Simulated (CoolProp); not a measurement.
Vapour-liquid equilibrium of CH2F2 (R32) (1) + dimethyl ether (2) at 306.5 K; x and y are mole fractions of (1).

Values from CoolProp's multi-fluid Helmholtz-energy mixture model, Tillner-Roth 1997 and Wu 2011; pair parameters Bell 2016.

**Question.** Give the bubble pressure and the first vapour's composition at x = 0.35, 0.45, 0.85. Is there an azeotrope?

**Answer.** x = 0.35: 11.73 bar, y = 0.551; x = 0.45: 13.10 bar, y = 0.650; x = 0.85: 18.77 bar, y = 0.921. No azeotrope shows between x = 0.05 and 0.95.

Pair parameters are fitted to limited data, so mixtures are less certain than the pure fluids.
